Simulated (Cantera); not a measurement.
Cantera run:

```python
import numpy as np
import cantera as ct

gas_names = """
    CL CL2 H HCL H2 Si SiCL SiCL2 SiCL3 SiCL4 SiH SiHCL3 SiH2 SiH2CL2 SiH3 SiH3CL SiH4 Si2 Si3
""".split()
cond_names = """
    Si(cr) Si(L)
""".split()


# ... load() reads the species with a 1 bar reference pressure and builds the phases ...
atoms = {
    'SiHCl3': {'Si': 1, 'H': 1, 'CL': 3},
    'HCl': {'H': 1, 'CL': 1},
    'H2': {'H': 2},
}
top_T = {}  # K; cautious upper limits of use, not melting points


# ... equilibrate(T, P, feed) seeds the gas with the atoms and calls Mixture.equilibrate('TP', solver="vcs", rtol=1e-11, max_steps=5000) ...
results = []
feed = {'SiHCl3': 1, 'HCl': 0.81, 'H2': 32}  # mol
T = 1525  # K
P = 10000  # Pa
mix = equilibrate(T, P, feed)
results.append((T, P, feed, dict(zip(mix.species_names, mix.species_moles))))
print(gas.report(threshold=1e-06))
for i in range(1, mix.n_phases):
    print(f"{mix.phase(i).name:16s} {mix.phase_moles(i):12.5e} mol")
```

Output:

```
       temperature   1525 K
          pressure   10000 Pa
           density   0.004987 kg/m^3
  mean mol. weight   6.3233 kg/kmol
   phase of matter   gas

                          1 kg             1 kmol
                     ---------------   ---------------
          enthalpy        4.4108e+06        2.7891e+07  J
   internal energy        2.4056e+06        1.5211e+07  J
           entropy             33101        2.0931e+05  J/K
    Gibbs function       -4.6068e+07        -2.913e+08  J
 heat capacity c_p            5233.9             33096  J/K
 heat capacity c_v              3919             24781  J/K

                      mass frac. Y      mole frac. X     chem. pot. / RT
                     ---------------   ---------------   ---------------
                CL        2.4764e-05        4.4172e-06           -27.168
                 H         1.138e-05         7.139e-05           -10.524
               HCL           0.40503          0.070249           -37.691
                H2           0.29035           0.91069           -21.047
              SiCL        2.6132e-05        2.6008e-06           -31.794
             SiCL2           0.27762          0.017734           -58.962
             SiCL3          0.018664        0.00087789            -86.13
             SiCL4         0.0034688        0.00012911            -113.3
            SiHCL3         0.0040516        0.00018915           -96.653
              SiH2        8.9125e-06        1.8722e-06           -25.674
           SiH2CL2        0.00071305        4.4642e-05           -80.009
            SiH3CL        3.2703e-05        3.1069e-06           -63.365
     [   +7 minor]        2.0761e-06        4.4736e-07

Si(cr)            3.39699e-01 mol
```

Method: chemical equilibrium by Gibbs-energy minimisation in Cantera with the NASA 1993 tables (ideal gas, pure condensed phases). The tables' values for SiCl3 are old estimates; treat these amounts as uncertain.
